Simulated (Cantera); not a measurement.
Input (Python, Cantera) and output of one run.

```python
import numpy as np
import cantera as ct

gas_names = """
    CL CL2 Fe FeCL FeCL2 FeCL3 Fe2CL4 Fe2CL6 H HCL H2
""".split()
cond_names = """
    Fe(a) Fe(c) Fe(d) Fe(L) FeCL2(s) FeCL2(L) FeCL3(s) FeCL3(L)
""".split()


# ... load() reads the species with a 1 bar reference pressure and builds the phases ...
atoms = {
    'Fe': {'Fe': 1},
    'Cl2': {'CL': 2},
    'H2': {'H': 2},
}
top_T = {}  # K; cautious upper limits of use, not melting points


# ... equilibrate(T, P, feed) seeds the gas with the atoms and calls Mixture.equilibrate('TP', solver="vcs", rtol=1e-11, max_steps=5000) ...
results = []
feed = {'Fe': 1, 'Cl2': 0.82, 'H2': 0.15}  # mol
T = 1623  # K
for P in [1000, 4000, 16000, 63000, 250000, 1000000]:
    mix = equilibrate(T, P, feed)
    results.append((T, P, feed, dict(zip(mix.species_names, mix.species_moles))))

top = {s: max(r[3][s] / sum(r[3][g] for g in gas_names) for r in results) for s in gas_names}
cols = sorted((s for s in top if top[s] > 1e-05), key=lambda s: -top[s])[:6]
seen = [c for c in cond_names if any(r[3].get(c, 0) > 1e-12 for r in results)]
print("log10 of partial pressures in bar; condensed amounts in mol")
print(f"{'P/Pa':>10s}" + "".join(f"{s[:9]:>10s}" for s in cols + seen))
for T, P, feed, n in results:
    ng = sum(n[g] for g in gas_names)
    print(f"{P:10.4g}" + "".join(f"{np.log10(max(n[s] / ng * P / 1e5, 1e-99)):10.3f}" for s in cols)
          + "".join(f"{n.get(c, 0):10.4g}" for c in seen))
```

Result:

```
log10 of partial pressures in bar; condensed amounts in mol
      P/Pa     FeCL2       HCL    Fe2CL4        H2     FeCL3        CL     Fe(c)
      1000    -2.130    -2.688    -6.030    -3.284    -6.301    -5.310    0.2796
      4000    -1.528    -2.086    -4.826    -2.682    -5.398    -5.009    0.2796
   1.6e+04    -0.926    -1.483    -3.624    -2.078    -4.496    -4.708    0.2796
   6.3e+04    -0.334    -0.888    -2.439    -1.479    -3.608    -4.412    0.2794
   2.5e+05     0.253    -0.287    -1.265    -0.864    -2.727    -4.119    0.2784
     1e+06     0.816     0.321    -0.138    -0.212    -1.882    -3.837    0.2752
```

Equilibrium computed with Cantera from the NASA thermochemical tables; the gas is ideal and each condensed phase is pure.
